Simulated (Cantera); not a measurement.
Input: 1 mol AlI3, 0.64 mol N2, 13 mol H2, 6.4 mol O2, held at 1148.15 K and 0.130 bar.

Equilibrium computed with Cantera from the NASA thermochemical tables; the gas is ideal and each condensed phase is pure. Candidate condensed phases: Al, AlI3, AlN, Al2O3, H2O, I2; 41 gas species. Equilibrium is a limit: real reactors are often held back by kinetics, nucleation or transport.

Base state: H2O 0.726, HI 0.116, I 0.0540, H2 0.0511, N2 0.0411, I2 0.0113 (mole fractions); condensed: Al2O3(s).

What changes in the equilibrium state with this change: pressure from 0.130 bar to 0.00420 bar?


| species | before | after |
|---|---|---|
| H2O | 0.726 | 0.700 |
| I | 0.0540 | 0.124 |
| H2 | 0.0511 | 0.0762 |
| HI | 0.116 | 0.0584 |
| I2 | 0.0113 | 0.00191 |
| N2 | 0.0411 | 0.0397 |
| Al2O3(s), mol | 0.500 | 0.500 |

What changes in the equilibrium state with this change: H2 from 13 to 84 mol?


| species | before | after |
|---|---|---|
| H2 | 0.0511 | 0.827 |
| H2O | 0.726 | 0.131 |
| HI | 0.116 | 0.0311 |
| I2 | 0.0113 | 4.98e-5 |
| I | 0.0540 | 0.00359 |
| N2 | 0.0411 | 0.00742 |
| Al2O3(s), mol | 0.500 | 0.500 |
